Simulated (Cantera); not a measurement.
An isothermal, constant-pressure homogeneous reactor starts with NO : N₂ = 1 : 1.1 (molar parts), at 2125 K and 2670 Pa. Integrator tolerance rtol = 1e-08.

Model: GRI-Mech 3.0 (53 species, 325 reactions), integrated in Cantera. Radical loss at walls, strong at low pressure, is not modelled.

Task: What does this change do: 0.041 parts H2O added?

Result: 
| quantity | before | after |
|---|---|---|
| x(NO) at 2.00 s | 0.211 (gas-phase equilibrium 0.0109) | 0.164 (gas-phase equilibrium 0.0106) |
| x(O₂) at 2.00 s | 0.130 (gas-phase equilibrium 0.230) | 0.148 (gas-phase equilibrium 0.224) |
| x(O) at 2.00 s | 0.00376 (gas-phase equilibrium 0.00488) | 0.00393 (gas-phase equilibrium 0.00482) |
| x(N₂) at 2.00 s | 0.655 (gas-phase equilibrium 0.755) | 0.663 (gas-phase equilibrium 0.739) |
| x(N₂O) at 2.00 s | 1.20e-5 (gas-phase equilibrium 9.69e-8) | 4.03e-6 (gas-phase equilibrium 9.38e-8) |
| x(NO₂) at 2.00 s | 3.80e-5 (gas-phase equilibrium 2.63e-6) | 3.17e-5 (gas-phase equilibrium 2.54e-6) |

Task: What does this change do: pressure from 2670 Pa to 6600 Pa?

Result: 
| quantity | before | after |
|---|---|---|
| x(NO) at 2.00 s | 0.211 (gas-phase equilibrium 0.0109) | 0.107 (gas-phase equilibrium 0.0109) |
| x(O₂) at 2.00 s | 0.130 (gas-phase equilibrium 0.230) | 0.183 (gas-phase equilibrium 0.231) |
| x(O) at 2.00 s | 0.00376 (gas-phase equilibrium 0.00488) | 0.00279 (gas-phase equilibrium 0.00311) |
| x(N₂) at 2.00 s | 0.655 (gas-phase equilibrium 0.755) | 0.707 (gas-phase equilibrium 0.755) |
| x(N₂O) at 2.00 s | 1.20e-5 (gas-phase equilibrium 9.69e-8) | 3.62e-6 (gas-phase equilibrium 1.53e-7) |
| x(NO₂) at 2.00 s | 3.80e-5 (gas-phase equilibrium 2.63e-6) | 3.63e-5 (gas-phase equilibrium 4.15e-6) |
